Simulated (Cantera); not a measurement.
A closed system holds: 1 mol FeS2, 0.49 mol O2, 4.4 mol N2, equilibrated at 1100 K and 13300 Pa.

Method: chemical equilibrium by Gibbs-energy minimisation in Cantera with the NASA 1993 tables (ideal gas, pure condensed phases). Candidate condensed phases: Fe, FeO, FeS, FeSO4, FeS2, Fe2O3, Fe2(SO4)3, Fe3O4, S; 19 gas species. FeS: taken at fixed stoichiometry. Gases not in the tables: S3 to S7. Rates play no part.

Base state: N2 0.855, SO2 0.0947, S2 0.0488, S2O 0.00108, SO 5.96e-5 (mole fractions); condensed: FeS(s).

### Question
What changes in the equilibrium state with this change: FeS2 replaced by MgCO3?

### Answer
```csv
species,before,after
N2,0.855,0.747
CO2,0,0.170
O2,<1e-9,0.0832
SO2,0.0947,0
S2,0.0488,0
S2O,0.00108,0
SO,5.96e-5,0
NO,<1e-9,5.21e-5
"FeS(s), mol",1.00,0
"MgO(s), mol",0,1.00
```
Further candidate phases: C, Mg, MgCO3, MgO.
